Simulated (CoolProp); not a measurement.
Vapour-liquid equilibrium of n-hexane (1) + o-xylene (2) at 2.52 kPa; x and y are mole fractions of (1).

Computed with CoolProp (multi-fluid Helmholtz-energy mixture model, Thol 2019 and Zhou 2012; pair parameters Bell 2016).

```json
[
 {"x": "0.05", "bubble temperature, mixture model (K)": "301.5", "bubble temperature, Raoult's law (K)": "304.3", "y, mixture model": "0.590", "y, Raoult's law": "0.519"},
 {"x": "0.2", "bubble temperature, mixture model (K)": "281.4", "bubble temperature, Raoult's law (K)": "285.0", "y, mixture model": "0.899", "y, Raoult's law": "0.875"},
 {"x": "0.35", "bubble temperature, mixture model (K)": "272.8", "bubble temperature, Raoult's law (K)": "275.4", "y, mixture model": "0.954", "y, Raoult's law": "0.947"},
 {"x": "0.5", "bubble temperature, mixture model (K)": "267.7", "bubble temperature, Raoult's law (K)": "269.3", "y, mixture model": "0.975", "y, Raoult's law": "0.974"},
 {"x": "0.65", "bubble temperature, mixture model (K)": "264.1", "bubble temperature, Raoult's law (K)": "264.9", "y, mixture model": "0.986", "y, Raoult's law": "0.987"},
 {"x": "0.8", "bubble temperature, mixture model (K)": "261.2", "bubble temperature, Raoult's law (K)": "261.5", "y, mixture model": "0.993", "y, Raoult's law": "0.994"},
 {"x": "0.95", "bubble temperature, mixture model (K)": "258.7", "bubble temperature, Raoult's law (K)": "258.7", "y, mixture model": "0.998", "y, Raoult's law": "0.999"}
]
```

The largest gap from Raoult's law is -3.6 K in bubble temperature, at x = 0.2. No azeotrope shows between x = 0.05 and 0.95.

The pair parameters rest on a limited set of measurements; away from them the model extrapolates.
